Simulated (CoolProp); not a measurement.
CHF3 (R23) at several states: fugacity coefficient from the reference equation and from simpler models built on Tc = 299.3 K, pc = 4.832 MPa, ω = 0.263; each cubic takes its own stable root.

Values from CoolProp's reference Helmholtz-energy equation of state, Penoncello 2003.

```json
[
 {"T (K)": "186.1", "p (MPa)": "0.35", "phase": "liquid", "reference": "0.2090"},
 {"T (K)": "425", "p (MPa)": "2.23", "phase": "gas", "reference": "0.9551"},
 {"T (K)": "387.4", "p (MPa)": "1.47", "phase": "gas", "reference": "0.9570"},
 {"T (K)": "327.1", "p (MPa)": "0.158", "phase": "gas", "reference": "0.9913"},
 {"T (K)": "410", "p (MPa)": "0.239", "phase": "gas", "reference": "0.9943"}
]
```

### Question
How far does each simpler model (Redlich-Kwong, Soave-Redlich-Kwong, Peng-Robinson) lie from the reference over these 5 states: mean and median of the absolute difference, and the worst?

### Answer
- Redlich-Kwong: mean 18.1 %, median 0.4 %, worst +89.1 % at 186.1 K and 0.35 MPa
- Soave-Redlich-Kwong: mean 0.4 %, median 0.4 %, worst +0.7 % at 425 K and 2.23 MPa
- Peng-Robinson: mean 0.3 %, median 0.4 %, worst +0.7 % at 186.1 K and 0.35 MPa
